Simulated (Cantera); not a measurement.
## Stirred combustor or abatement burner

A perfectly stirred reactor is fed with H₂ : O₂ : N₂ = 1 : 1.25 : 4.7 (molar parts), at 10.9 atm; it is adiabatic with a 325 K inlet, and is followed from long to short residence time, starting on the burning branch (τ in s: 0.023, 0.011, 0.0054, 0.0026, 0.0013, 0.00062, 0.0003, 0.00015, 7.2e-05, 3.5e-05, 1.7e-05).

Model: GRI-Mech 3.0 (53 species, 325 reactions), integrated in Cantera. The hydrogen kinetics of GRI-Mech 3.0 are dated; newer H2 mechanisms differ, most at raised pressure.

```json
[
 {"τ (s)": "0.023", "T (K)": "1447", "x H₂": "0.000368", "x O₂": "0.116", "x NO": "2.12e-7", "x H": "5.19e-7", "x O": "3.10e-6", "x H₂O": "0.155"},
 {"τ (s)": "0.011", "T (K)": "1445", "x H₂": "0.000711", "x O₂": "0.117", "x NO": "2.27e-7", "x H": "1.05e-6", "x O": "5.38e-6", "x H₂O": "0.154"},
 {"τ (s)": "0.0054", "T (K)": "1440", "x H₂": "0.00134", "x O₂": "0.117", "x NO": "2.19e-7", "x H": "2.06e-6", "x O": "9.10e-6", "x H₂O": "0.154"},
 {"τ (s)": "0.0026", "T (K)": "1431", "x H₂": "0.00259", "x O₂": "0.117", "x NO": "1.79e-7", "x H": "4.06e-6", "x O": "1.49e-5", "x H₂O": "0.152"},
 {"τ (s)": "0.0013", "T (K)": "1413", "x H₂": "0.00525", "x O₂": "0.118", "x NO": "1.16e-7", "x H": "7.52e-6", "x O": "2.14e-5", "x H₂O": "0.149"},
 {"τ (s)": "0.00062", "T (K)": "325", "x H₂": "0.144", "x O₂": "0.180", "x NO": "<1e-12", "x H": "<1e-12", "x O": "<1e-12", "x H₂O": "<1e-12"},
 {"τ (s)": "0.00030", "T (K)": "325", "x H₂": "0.144", "x O₂": "0.180", "x NO": "<1e-12", "x H": "<1e-12", "x O": "<1e-12", "x H₂O": "<1e-12"},
 {"τ (s)": "0.00015", "T (K)": "325", "x H₂": "0.144", "x O₂": "0.180", "x NO": "<1e-12", "x H": "<1e-12", "x O": "<1e-12", "x H₂O": "<1e-12"},
 {"τ (s)": "7.2e-5", "T (K)": "325", "x H₂": "0.144", "x O₂": "0.180", "x NO": "<1e-12", "x H": "<1e-12", "x O": "<1e-12", "x H₂O": "<1e-12"},
 {"τ (s)": "3.5e-5", "T (K)": "325", "x H₂": "0.144", "x O₂": "0.180", "x NO": "<1e-12", "x H": "<1e-12", "x O": "<1e-12", "x H₂O": "<1e-12"},
 {"τ (s)": "1.7e-5", "T (K)": "325", "x H₂": "0.144", "x O₂": "0.180", "x NO": "<1e-12", "x H": "<1e-12", "x O": "<1e-12", "x H₂O": "<1e-12"}
]
```
x: mole fraction; the columns are a selection and need not sum to one.
